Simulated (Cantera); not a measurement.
Input (Python, Cantera):

```python
import numpy as np
import cantera as ct

gas = ct.Solution("gri30.yaml")
gas.TPX = 475, 140000, {'CH4': 1, 'CO': 0.088, 'O2': 1.36, 'N2': 4.36, 'CO2': 1.6}
flame = ct.FreeFlame(gas, width=0.032)
flame.set_refine_criteria(ratio=3, slope=0.08, curve=0.16)
flame.transport_model = "mixture-averaged"
flame.solve(loglevel=0, auto=True)
z, T = flame.grid, flame.T
thick = (T[-1] - T[0]) / np.gradient(T, z).max()
show = ['CH4', 'CO', 'O2', 'OH', 'C2H2', 'N2O']
print(f"laminar burning velocity  {flame.velocity[0] * 100:.3f} cm/s")
print(f"burnt temperature         {T[-1]:.1f} K")
print(f"thermal thickness         {thick * 1e3:.4f} mm")
print(f"grid points               {len(z)}")
z0 = z[flame.heat_release_rate.argmax()]
print(f"{'z/mm':>9s}{'T/K':>9s}{'u/(m/s)':>9s}" + "".join(f"{s:>11s}" for s in show))
rows = []
for k in (-3, -2, -1.5, -1, -0.5, -0.25, 0, 0.25, 0.5, 1, 2, 4, 8):
    zz = z0 + k * thick
    rows.append([k * thick, np.interp(zz, z, T), np.interp(zz, z, flame.velocity),
                 *(np.interp(zz, z, flame.X[gas.species_index(s)]) for s in show)])
    print(f"{rows[-1][0] * 1e3:9.3f}{rows[-1][1]:9.1f}{rows[-1][2]:9.3f}" + "".join(f"{x:11.3e}" for x in rows[-1][3:]))
```

Output:

```
laminar burning velocity  6.936 cm/s
burnt temperature         1763.8 K
thermal thickness         1.8989 mm
grid points               117
     z/mm      T/K  u/(m/s)        CH4         CO         O2         OH       C2H2        N2O
   -5.697    477.7    0.070  1.180e-01  1.055e-02  1.608e-01  1.706e-14  5.796e-07  8.268e-12
   -3.798    488.5    0.072  1.162e-01  1.101e-02  1.591e-01  3.311e-13  3.469e-06  5.256e-11
   -2.848    520.7    0.077  1.123e-01  1.256e-02  1.554e-01  6.125e-12  1.500e-05  2.453e-10
   -1.899    649.1    0.097  9.935e-02  1.957e-02  1.412e-01  4.537e-10  8.114e-05  1.468e-09
   -0.949   1026.4    0.156  6.435e-02  4.385e-02  9.690e-02  2.550e-07  3.740e-04  7.412e-09
   -0.475   1329.7    0.205  3.626e-02  6.654e-02  5.838e-02  4.546e-06  7.389e-04  1.402e-08
    0.000   1610.5    0.250  1.144e-02  9.123e-02  2.057e-02  4.692e-05  1.615e-03  1.700e-08
    0.475   1728.2    0.270  3.338e-03  1.036e-01  4.959e-03  8.635e-05  1.748e-03  8.784e-09
    0.949   1757.6    0.275  1.818e-03  1.076e-01  1.481e-03  6.566e-05  1.448e-03  3.507e-09
    1.899   1768.7    0.277  1.246e-03  1.099e-01  2.875e-04  3.121e-05  1.184e-03  7.549e-10
    3.798   1770.1    0.277  9.984e-04  1.114e-01  3.983e-05  1.655e-05  9.822e-04  1.377e-10
    7.596   1768.7    0.277  7.649e-04  1.129e-01  2.466e-06  1.369e-05  7.440e-04  6.732e-11
   15.191   1766.3    0.277  4.928e-04  1.146e-01  4.838e-08  1.302e-05  4.386e-04  6.521e-11
```

Detailed kinetics in Cantera: GRI-Mech 3.0 (53 species, 325 reactions). Burning velocities carry a grid error of a few per cent, more on coarse grids.
